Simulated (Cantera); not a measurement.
**Ammonia decomposition in nitride growth gas**

A perfectly stirred reactor is fed with 86.2 % NH3, 13.8 % H2, at 1350 Torr; it is held at 2223 K, and followed from long to short residence time.

Cantera simulation using the gas-phase N/H chemistry of the illustrative SiF4/NH3 mechanism in the Surface Chemkin manual (1991); the numbers are that mechanism's predictions, not measurements. Walls and surfaces, which speed up NH3 decomposition in real reactors, are not modelled.

```csv
τ (s),x NH3,x H2,x N,x N2H2,x N2H4,x NH2,x N2
0.57,0.00445,0.762,2.17e-6,2.11e-8,7.54e-10,6.77e-5,0.230
0.29,0.00718,0.760,2.69e-6,4.31e-8,1.65e-9,0.000100,0.229
0.14,0.0129,0.756,3.17e-6,9.42e-8,4.02e-9,0.000156,0.228
0.072,0.0230,0.749,3.47e-6,1.93e-7,9.33e-9,0.000238,0.225
0.036,0.0428,0.735,3.68e-6,4.03e-7,2.24e-8,0.000369,0.220
0.018,0.0788,0.709,3.80e-6,8.24e-7,5.26e-8,0.000565,0.210
0.0092,0.138,0.666,3.83e-6,1.60e-6,1.14e-7,0.000834,0.194
```
x: mole fraction; the columns are a selection and need not sum to one.
